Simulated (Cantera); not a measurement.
# Transport properties of process gases

Gas mixture: 100 % H2, at 1.20 bar, frozen composition.

Cantera's kinetic-theory transport with the Lennard-Jones parameters of GRI-Mech 3.0, ideal gas; thermal conductivity in the multicomponent form.

| T (K) | ρ (kg/m³) | cp (J/kg/K) | μ (µPa s) | λ (mW/m/K) | Pr | D (cm²/s) O | D (cm²/s) CO2 | D (cm²/s) NO |
|---|---|---|---|---|---|---|---|---|
| 400 | 0.0727 | 14520 | 10.9 | 229 | 0.689 | 1.49 | 0.923 | 1.07 |
| 500 | 0.0582 | 14530 | 12.6 | 265 | 0.689 | 2.16 | 1.35 | 1.55 |
| 600 | 0.0485 | 14510 | 14.1 | 298 | 0.688 | 2.93 | 1.84 | 2.11 |
| 700 | 0.0416 | 14560 | 15.6 | 331 | 0.688 | 3.79 | 2.39 | 2.73 |
| 800 | 0.0364 | 14690 | 17.0 | 364 | 0.688 | 4.73 | 2.99 | 3.40 |
| 900 | 0.0323 | 14870 | 18.4 | 397 | 0.689 | 5.75 | 3.64 | 4.14 |
| 1000 | 0.0291 | 14960 | 19.7 | 427 | 0.689 | 6.84 | 4.34 | 4.93 |
| 1100 | 0.0265 | 15170 | 20.9 | 461 | 0.689 | 8.01 | 5.09 | 5.77 |
| 1200 | 0.0242 | 15380 | 22.1 | 493 | 0.690 | 9.26 | 5.88 | 6.67 |
D: mixture-averaged diffusion coefficient of that species in the mixture.
